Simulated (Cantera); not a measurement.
## Thermodynamics of hydrogen reduction and annealing atmospheres, feed NiS + H₂

Feed: 1 mol NiS, 1.6 mol H₂, at 1102 °C.

Equilibrium computed with Cantera from the NASA thermochemical tables; the gas is ideal and each condensed phase is pure. Candidate condensed phases: Ni, NiS, NiS₂, Ni₃S₂, Ni₃S₄, S; 9 gas species. The numbers say what is thermodynamically allowed, not how fast it happens.

```json
[
 {"P (Pa)": "10", "log p H₂": "-4.05", "log p H₂S": "-5.74", "log p S₂": "-5.07", "log p SH": "-6.59", "log p H": "-7.49", "log p S": "-7.61", "log p NiS": "-8.60", "n Ni₃S₂(l)": "0.333"},
 {"P (Pa)": "36", "log p H₂": "-3.50", "log p H₂S": "-4.92", "log p S₂": "-4.55", "log p SH": "-6.05", "log p H": "-7.21", "log p S": "-7.35", "log p NiS": "-8.51", "n Ni₃S₂(l)": "0.333"},
 {"P (Pa)": "130", "log p H₂": "-2.95", "log p H₂S": "-4.13", "log p S₂": "-4.06", "log p SH": "-5.53", "log p H": "-6.94", "log p S": "-7.11", "log p NiS": "-8.43", "n Ni₃S₂(l)": "0.333"},
 {"P (Pa)": "460", "log p H₂": "-2.41", "log p H₂S": "-3.37", "log p S₂": "-3.63", "log p SH": "-5.04", "log p H": "-6.67", "log p S": "-6.89", "log p NiS": "-8.35", "n Ni₃S₂(l)": "0.333"},
 {"P (Pa)": "1700", "log p H₂": "-1.85", "log p H₂S": "-2.64", "log p S₂": "-3.27", "log p SH": "-4.58", "log p H": "-6.39", "log p S": "-6.71", "log p NiS": "-8.29", "n Ni₃S₂(l)": "0.333"},
 {"P (Pa)": "6000", "log p H₂": "-1.31", "log p H₂S": "-1.98", "log p S₂": "-3.03", "log p SH": "-4.20", "log p H": "-6.12", "log p S": "-6.59", "log p NiS": "-8.26", "n Ni₃S₂(l)": "0.333"},
 {"P (Pa)": "22000", "log p H₂": "-0.76", "log p H₂S": "-1.37", "log p S₂": "-2.92", "log p SH": "-3.86", "log p H": "-5.84", "log p S": "-6.54", "log p NiS": "-8.24", "n Ni₃S₂(l)": "0.333"},
 {"P (Pa)": "77000", "log p H₂": "-0.21", "log p H₂S": "-0.80", "log p S₂": "-2.87", "log p SH": "-3.57", "log p H": "-5.57", "log p S": "-6.51", "log p NiS": "-8.23", "n Ni₃S₂(l)": "0.333"},
 {"P (Pa)": "280000", "log p H₂": "0.35", "log p H₂S": "-0.24", "log p S₂": "-2.86", "log p SH": "-3.28", "log p H": "-5.29", "log p S": "-6.51", "log p NiS": "-8.23", "n Ni₃S₂(l)": "0.333"},
 {"P (Pa)": "1000000", "log p H₂": "0.90", "log p H₂S": "0.32", "log p S₂": "-2.86", "log p SH": "-3.00", "log p H": "-5.02", "log p S": "-6.51", "log p NiS": "-8.23", "n Ni₃S₂(l)": "0.333"}
]
```
log p: log10 of the partial pressure in bar; n: condensed amount in mol.

From 10.0 Pa to 1000000 Pa the condensed part is Ni₃S₂(l).
